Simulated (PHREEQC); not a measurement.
A solution holds 0.93 mol NaOH, 0.83 mol KCl and 1.3 mol LiCl per kg of water, at 25 °C. Closed to the air; pH follows from the charge balance.

Equilibrium calculation in PHREEQC: Pitzer model, pitzer.dat.

```
quantity             before  after
-------------------  ------  -----
pH                    13.61   6.62
SI of Sylvite (KCl)   -0.95  -0.84
```

Problem. Name the change that produced these shifts.
(A) LiCl left out
(B) NaOH from 0.93 to 0.837 mol/kgw
(C) LiCl from 1.3 to 0.65 mol/kgw
(D) NaOH replaced by NaCl at the same molality
(E) diluted 2-fold with water

Solution. D, NaOH replaced by NaCl at the same molality

This is a speciation only: nothing precipitates in the calculation. In brines, pH and single-ion activities rest on the MacInnes convention.
